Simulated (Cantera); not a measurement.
Feed: 1 mol Ti, 0.19 mol O2, 120 mol H2, at 1100 K and 42.0 Pa.

Method: chemical equilibrium by Gibbs-energy minimisation in Cantera with the NASA 1993 tables (ideal gas, pure condensed phases). Candidate condensed phases: H2O, Ti, TiO, TiO2, Ti2O3, Ti3O5, Ti4O7; 12 gas species. Mutual solubility and eutectic melting of coexisting phases are not modelled. TiO: taken at fixed stoichiometry. Condensed phases not in the tables: N, O or C dissolved in the metal. Equilibrium is a limit: real reactors are often held back by kinetics, nucleation or transport.

Base state: H2 1.000 (mole fractions); condensed: Ti(α) + TiO(s).

**Question.** What changes in the equilibrium state with this change: temperature from 1100 K to 2125 K?

**Answer.** 
| species | before | after |
|---|---|---|
| H2 | 1.000 | 0.831 |
| H | 1.26e-6 | 0.162 |
| Ti | <1e-9 | 0.00473 |
| TiO | <1e-9 | 0.00286 |
| H2O | <1e-9 | 1.94e-5 |
| Ti(α), mol | 0.620 | 0 |
| TiO(s), mol | 0.380 | 0 |
